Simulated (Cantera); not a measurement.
Feed: 1 mol SiH2Cl2, 4 mol HCl, 14 mol H2, held at 948.15 K and 0.300 bar.

Method: chemical equilibrium by Gibbs-energy minimisation in Cantera with the NASA 1993 tables (ideal gas, pure condensed phases). Candidate condensed phases: Si; 19 gas species. The tables' values for SiCl3 are old estimates; treat these amounts as uncertain. Equilibrium is a limit: real reactors are often held back by kinetics, nucleation or transport.

Base state: H2 0.840, HCl 0.107, SiCl4 0.0508, SiHCl3 0.00180, SiCl3 3.08e-5 (mole fractions); condensed: gas only.

Q: What changes in the equilibrium state with this change: SiH2Cl2 replaced by SiCl4?

A: 
```tsv
species	before	after
H2	0.840	0.736
HCl	0.107	0.211
SiCl4	0.0508	0.0518
SiHCl3	0.00180	0.000813
SiCl3	3.08e-5	1.49e-5
```

Q: What changes in the equilibrium state with this change: SiH2Cl2 replaced by Si2H6?

A: 
| species | before | after |
|---|---|---|
| H2 | 0.840 | 0.939 |
| SiCl4 | 0.0508 | 0.0334 |
| SiHCl3 | 0.00180 | 0.0187 |
| HCl | 0.107 | 0.00757 |
| SiH3Cl | 5.76e-9 | 1.50e-5 |
| SiH2Cl2 | 6.44e-6 | 0.00106 |
| SiCl2 | 6.31e-7 | 9.30e-5 |
| SiCl3 | 3.08e-5 | 0.000303 |
| Si(s), mol | 0 | 0.931 |
The feed counts by its element totals alone.
